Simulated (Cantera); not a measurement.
Input: 1 mol B₂O₃, a varied amount of NH₃, 0.87 mol H₂, equilibrated at 1673 K and 1.50 mbar.

Equilibrium computed with Cantera from the NASA thermochemical tables; the gas is ideal and each condensed phase is pure. Candidate condensed phases: B, BN, B₂O₃, B₃O₃H₃, H₂O; 39 gas species. The numbers say what is thermodynamically allowed, not how fast it happens.

Task: At 1.6 mol NH₃, list the 4 most abundant gas species with their mole fractions, and the condensed phases.

Result: H₂ 0.594, N₂ 0.157, B₂O₃ 0.138, HBO₂ 0.0575. Condensed: gas only.
